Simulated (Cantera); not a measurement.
An isothermal, constant-pressure homogeneous reactor starts with CH₄ : H₂ : N₂ = 0.021 : 1 : 0.0091 (molar parts), at 1525 K and 41.3 Torr.

Model: GRI-Mech 3.0 (53 species, 325 reactions), integrated in Cantera. GRI-Mech 3.0 stops at C3 and has no aromatics, soot or wall deposition, so with more carbon than oxygen in the feed, carbon stays in small species such as C2H2 where larger ones or solid carbon would form.

**Question.** Predict: x(CH₄) at 60.0 s; x(H₂) at 60.0 s; x(C₂H) at 60.0 s; x(CH₃) at 60.0 s.

**Answer.** 
| Item | Result |
|---|---|
| x(CH₄) at 60.0 s | 0.00580 (gas-phase equilibrium 0.00285) |
| x(H₂) at 60.0 s | 0.978 (gas-phase equilibrium 0.980) |
| x(C₂H) at 60.0 s | 1.56e-9 (gas-phase equilibrium 1.52e-9) |
| x(CH₃) at 60.0 s | 1.18e-5 (gas-phase equilibrium 5.93e-6) |
